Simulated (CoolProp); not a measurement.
A single-stage vapour-compression cycle with the fluid: evaporating at 208.15 K (dew point), condensing at 271.15 K (bubble point), superheat 10 K, subcooling 8 K, compressor efficiency 0.6, no pressure losses. The same conditions are run with several fluids, on thermodynamics alone (safety and materials aside).

The numbers come from the reference Helmholtz-energy equation of state of each fluid (R143a: Lemmon and Jacobsen 2000; R115: Lemmon 2016; C3F8 (R218): Lemmon 2006; R407C: Lemmon 2003; ammonia: Gao 2020; propylene: Lemmon 2013) in CoolProp. Blends and air are pseudo-pure fits.

**Question.** Rank R143a, R115, C3F8 (R218), R407C, ammonia, propylene by cooling COP, highest first.

**Answer.** propylene (1.61), R143a (1.58), R115 (1.54), ammonia (1.44), C3F8 (R218) (1.43), R407C (1.38)

```json
[
 {"fluid": "R143a", "pressure ratio": "14.5", "discharge temperature (K)": "345.6", "refrigerating effect (kJ/kg)": "172", "volumetric capacity (kJ/m³)": "327"},
 {"fluid": "R115", "pressure ratio": "15.3", "discharge temperature (K)": "310.0", "refrigerating effect (kJ/kg)": "88.8", "volumetric capacity (kJ/m³)": "207"},
 {"fluid": "C3F8 (R218)", "pressure ratio": "16.9", "discharge temperature (K)": "290.1", "refrigerating effect (kJ/kg)": "67.6", "volumetric capacity (kJ/m³)": "163"},
 {"fluid": "R407C", "pressure ratio": "26.6", "discharge temperature (K)": "391.0", "refrigerating effect (kJ/kg)": "194", "volumetric capacity (kJ/m³)": "186"},
 {"fluid": "ammonia", "pressure ratio": "25.6", "discharge temperature (K)": "592.1", "refrigerating effect (kJ/kg)": "1230", "volumetric capacity (kJ/m³)": "181"},
 {"fluid": "propylene", "pressure ratio": "12.9", "discharge temperature (K)": "365.7", "refrigerating effect (kJ/kg)": "347", "volumetric capacity (kJ/m³)": "349"}
]
```
